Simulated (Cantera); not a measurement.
What does this Cantera script print?

```python
import numpy as np
import cantera as ct

gas_names = """
    Br Br2 H HBr HNO HNO2 HNO3 HO2 H2 H2O H2O2 N NH NH2 NH3 NH2OH NO NO2 NO3 N2 N2H2 N2H4 N2O O OH O2 O3
    Si SiBr SiBr2 SiBr3 SiBr4 SiH SiHBr3 SiH2 SiH2Br2 SiH3 SiH3Br SiH4 SiN SiO SiO2 Si2 Si2N Si3
""".split()
cond_names = """
    Br2(cr) Br2(L) H2O(s) H2O(L) Si(cr) Si(L) SiO2(Lqz) SiO2(hqz) SiO2(L) Si2N2O(s) Si3N4(a)
""".split()


def load(file, names, dense=False):
    # The tables refer to 1 bar. Condensed volumes are neglected.
    table = {s.name: s for s in ct.Species.list_from_file(file)}
    out = []
    for n in names:
        d = dict(table[n].input_data)
        d["thermo"] = dict(d["thermo"], **{"reference-pressure": 1e5})
        if dense:
            d["equation-of-state"] = {"model": "constant-volume", "density": "1e6 g/cm^3"}
        out.append(ct.Species.from_dict(d))
    return out


gas = ct.Solution(thermo="ideal-gas", species=load("nasa_gas.yaml", gas_names))
cond = {s.name: ct.Solution(thermo="fixed-stoichiometry", species=[s], name=s.name)
        for s in load("nasa_condensed.yaml", cond_names, dense=True)}
atoms = {
    'SiO2': {'Si': 1, 'O': 2},
    'HBr': {'H': 1, 'Br': 1},
    'N2': {'N': 2},
}
top_T = {'Si2N2O(s)': 2100, 'Si3N4(a)': 2400}  # K; cautious upper limits of use, not melting points


def equilibrate(T, P, feed):
    n = {}
    for name, mol in feed.items():
        for a, k in atoms[name].items():
            n[a] = n.get(a, 0.0) + k * mol
    gas.TPX = T, P, n
    mass = sum(n.values()) * gas.mean_molecular_weight
    gas.equilibrate("TP")
    valid = [c for c in cond.values() if c.min_temp <= T <= top_T.get(c.name, c.max_temp)]
    mix = ct.Mixture([(gas, mass / gas.mean_molecular_weight)] + [(c, 0.0) for c in valid])
    mix.T, mix.P = T, P
    mix.equilibrate("TP", solver="vcs", rtol=1e-11, max_steps=5000)
    return mix


results = []
feed = {'SiO2': 1, 'HBr': 5.7, 'N2': 29}  # mol
P = 133.322  # Pa
for T in [1250, 1300, 1350, 1400, 1450, 1500, 1550, 1600, 1650, 1700, 1750, 1800]:
    mix = equilibrate(T, P, feed)
    results.append((T, P, feed, dict(zip(mix.species_names, mix.species_moles))))

top = {s: max(r[3][s] / sum(r[3][g] for g in gas_names) for r in results) for s in gas_names}
cols = sorted((s for s in top if top[s] > 0.001), key=lambda s: -top[s])[:7]
seen = [c for c in cond_names if any(r[3].get(c, 0) > 1e-12 for r in results)]
print("log10 of partial pressures in bar; condensed amounts in mol")
print(f"{'T/K':>10s}" + "".join(f"{s[:9]:>10s}" for s in cols + seen))
for T, P, feed, n in results:
    ng = sum(n[g] for g in gas_names)
    print(f"{T:10.4g}" + "".join(f"{np.log10(max(n[s] / ng * P / 1e5, 1e-99)):10.3f}" for s in cols)
          + "".join(f"{n.get(c, 0):10.4g}" for c in seen))
```

Result:

```
log10 of partial pressures in bar; condensed amounts in mol
       T/K        N2       HBr        Br        H2       SiO       H2O         H SiO2(hqz)   SiO2(L)
      1250    -2.955    -3.687    -4.906    -5.205    -9.385    -8.374    -8.918    0.9999         0
      1300    -2.956    -3.700    -4.750    -5.049    -8.562    -8.164    -8.481    0.9999         0
      1350    -2.957    -3.716    -4.609    -4.909    -7.943    -7.832    -8.077    0.9997         0
      1400    -2.958    -3.737    -4.481    -4.782    -7.462    -7.435    -7.704    0.9991         0
      1450    -2.960    -3.764    -4.366    -4.669    -7.046    -7.039    -7.359    0.9976         0
      1500    -2.962    -3.796    -4.264    -4.569    -6.668    -6.666    -7.039    0.9943         0
      1550    -2.964    -3.835    -4.173    -4.481    -6.320    -6.320    -6.742    0.9872         0
      1600    -2.967    -3.881    -4.094    -4.407    -5.999    -5.999    -6.468    0.9731         0
      1650    -2.969    -3.934    -4.025    -4.347    -5.703    -5.703    -6.215    0.9464         0
      1700    -2.972    -3.996    -3.965    -4.301    -5.430    -5.430    -5.982         0    0.8988
      1750    -2.976    -4.066    -3.914    -4.271    -5.183    -5.184    -5.769         0    0.8199
      1800    -2.980    -4.146    -3.871    -4.260    -4.959    -4.960    -5.576         0    0.6954
```

These are equilibrium values from Cantera (NASA tables, ideal gas, pure condensed phases), not measurements of a reactor. The tables hold silica as quartz up to 1696 K and as liquid above; real silica turns to tridymite and cristobalite and melts near 1996 K.
